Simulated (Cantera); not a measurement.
Input: 1 mol Si₃N₄, 21 mol H₂O, held at 1850 K and 0.00170 bar.

Equilibrium computed with Cantera from the NASA thermochemical tables; the gas is ideal and each condensed phase is pure. Candidate condensed phases: H₂O, Si, SiO₂, Si₂N₂O, Si₃N₄; 35 gas species. The tables hold silica as quartz up to 1696 K and as liquid above; real silica turns to tridymite and cristobalite and melts near 1996 K. Kinetics and transport are ignored.

**Question.** What is the equilibrium state?

**Answer.** 
* **x(H₂O)**: 0.649
* **x(H₂)**: 0.256
* **x(N₂)**: 0.0865
* **x(H)**: 0.00661
* **x(SiO)**: 0.00131
* **x(OH)**: 0.00124
* **x(O₂)**: 2.72e-5
* **x(O)**: 2.44e-5
* **x(NO)**: 1.85e-5
* **n(SiO₂(condensed))**: 2.97 mol
* **gas amount**: 23.12 mol
* **log10 activity of Si(l) (absent)**: -9.03
